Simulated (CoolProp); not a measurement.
Vapour pressure (MPa) of R1132(E): the reference equation beside estimates from Tc = 75.7 °C, pc = 5.174 MPa, ω = 0.245.

Model: reference Helmholtz-energy equation of state, Akasaka 2024, in CoolProp.

| T (°C) | reference | Lee-Kesler | Redlich-Kwong | Peng-Robinson |
|---|---|---|---|---|
| -20.05 | 0.4144 | 0.4151 | 0.6081 | 0.4121 |
| -16.35 | 0.4738 | 0.4748 | 0.6827 | 0.4709 |
| -12.65 | 0.5394 | 0.5408 | 0.7635 | ? |
| -8.95 | 0.6117 | 0.6133 | 0.8508 | 0.6078 |
| -5.25 | 0.6910 | 0.6929 | 0.9450 | ? |
| -1.55 | 0.7777 | 0.7798 | 1.046 | 0.7730 |
| 2.15 | 0.8722 | 0.8746 | 1.155 | 0.8673 |
| 5.85 | 0.9751 | 0.9776 | 1.271 | 0.9700 |
| 9.55 | 1.087 | 1.089 | 1.394 | ? |
| 13.25 | 1.207 | ? | 1.526 | 1.203 |

### Question
What belongs in the gaps?

### Answer

- -12.65, Peng-Robinson: 0.5361
- -5.25, Peng-Robinson: 0.6866
- 9.55, Peng-Robinson: 1.082
- 13.25, Lee-Kesler: 1.210

Absolute difference from the reference over all 10 rows, mean and median: Lee-Kesler 0.2 and 0.3 %, Redlich-Kwong 36.0 and 35.6 %, Peng-Robinson 0.6 and 0.6 %.
